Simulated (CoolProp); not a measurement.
Saturated liquid density (kg/m³) of methanol: the reference equation beside estimates from Tc = 240.2 °C, pc = 82.16 bar, ω = 0.565. Rackett uses Z = 0.29056 − 0.08775 ω.

Values from CoolProp's reference Helmholtz-energy equation of state, de Reuck 1993.

```tsv
T (°C)	reference	Rackett	Redlich-Kwong	Soave-Redlich-Kwong
126.95	678.5	644.8	463.0	510.5
134.05	669.1	634.0	453.8	501.2
141.05	659.3	623.0	444.4	491.6
148.15	649.0	611.4	434.5	481.3
155.25	638.1	599.5	424.1	470.4
162.35	626.5	587.1	413.3	458.9
169.45	614.2	574.1	402.0	446.6
176.55	601.1	560.4	390.1	433.5
```

Absolute difference from the reference over all 8 rows, mean and median: Rackett 5.9 and 5.9 %, Redlich-Kwong 33.4 and 33.3 %, Soave-Redlich-Kwong 26.2 and 26.1 %.
